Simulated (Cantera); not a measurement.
An isothermal, constant-pressure homogeneous reactor starts with C2H6 : N2 = 1 : 54 (molar parts), at 1000 K and 750 Torr. Integrator tolerance rtol = 1e-08.

Detailed kinetics in Cantera: GRI-Mech 3.0 (53 species, 325 reactions). GRI-Mech 3.0 stops at C3 and has no aromatics, soot or wall deposition, so with more carbon than oxygen in the feed, carbon stays in small species such as C2H2 where larger ones or solid carbon would form.

Problem. What does this change do: temperature 1000 to 1048 K?

Solution. 
```csv
quantity,before,after
x(C2H6) at 60.0 s,0.000706 (gas-phase equilibrium 2.05e-5),0.000289 (gas-phase equilibrium 1.40e-5)
x(H2) at 60.0 s,0.0174 (gas-phase equilibrium 0.00347),0.0188 (gas-phase equilibrium 0.00640)
x(C2H2) at 60.0 s,0.00146 (gas-phase equilibrium 0.00124),0.00365 (gas-phase equilibrium 0.00153)
x(C2H) at 60.0 s,<1e-12 (gas-phase equilibrium <1e-12),<1e-12 (gas-phase equilibrium <1e-12)
x(H) at 60.0 s,8.22e-9 (gas-phase equilibrium 1.35e-10),2.05e-8 (gas-phase equilibrium 6.22e-10)
x(CH4) at 60.0 s,0.00117 (gas-phase equilibrium 0.0201),0.00233 (gas-phase equilibrium 0.0184)
```

Problem. What does this change do: N2 54 to 25 parts?

Solution. 
| quantity | before | after |
|---|---|---|
| x(C2H6) at 60.0 s | 0.000706 (gas-phase equilibrium 2.05e-5) | 0.00273 (gas-phase equilibrium 7.46e-5) |
| x(H2) at 60.0 s | 0.0174 (gas-phase equilibrium 0.00347) | 0.0328 (gas-phase equilibrium 0.00431) |
| x(C2H2) at 60.0 s | 0.00146 (gas-phase equilibrium 0.00124) | 0.00173 (gas-phase equilibrium 0.00293) |
| x(C2H) at 60.0 s | <1e-12 (gas-phase equilibrium <1e-12) | <1e-12 (gas-phase equilibrium <1e-12) |
| x(H) at 60.0 s | 8.22e-9 (gas-phase equilibrium 1.35e-10) | 1.08e-8 (gas-phase equilibrium 1.50e-10) |
| x(CH4) at 60.0 s | 0.00117 (gas-phase equilibrium 0.0201) | 0.00332 (gas-phase equilibrium 0.0427) |
